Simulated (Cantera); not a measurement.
Charge: 1 mol CF₄, 0.013 mol HCl, 0.24 mol CH₄, at 44.0 Pa.

Method: chemical equilibrium by Gibbs-energy minimisation in Cantera with the NASA 1993 tables (ideal gas, pure condensed phases). Candidate condensed phases: C, C₆H₆, C₇H₈, C₈H₁₈; 135 gas species. Ions and electrons are included (thermal ionisation). Equilibrium is a limit: real reactors are often held back by kinetics, nucleation or transport.

### Question
At 4750 K, list the 4 most abundant gas species with their mole fractions, and the condensed phases.

### Answer
F 0.642, C 0.198, H 0.156, Cl 0.00209. Condensed: gas only.
